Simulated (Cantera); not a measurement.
A jet of H₂ : O₂ : N₂ = 0.023 : 0.054 : 0.79 (molar parts), equivalence ratio 0.21 at 300 K and 0.110 bar hits a platinum plate 7.5 cm away at a mass flux of 0.094 kg/m²/s; the plate temperature is set and raised in steps from an oxygen-covered start.

Cantera simulation using Deutschmann's 1995 Pt surface mechanism with GRI-Mech 3.0 gas chemistry; the numbers are that mechanism's predictions, not measurements. Catalytic surfaces can have several steady states; this one follows from the mechanism file's or the stated starting coverage.

One state of this run: wall x H₂ = 0.00106; wall x O₂ = 0.0351; wall x H₂O = 0.0485; wall x OH = <1e-8; θ free Pt = 0.138; θ O* = 0.859; θ OH* = 0.00270. x: mole fraction at the wall; θ: surface coverage.

Q: Which value of plate T (K) does it belong to?
A) 650
B) 550
C) 800
D) 750

A: C, 800
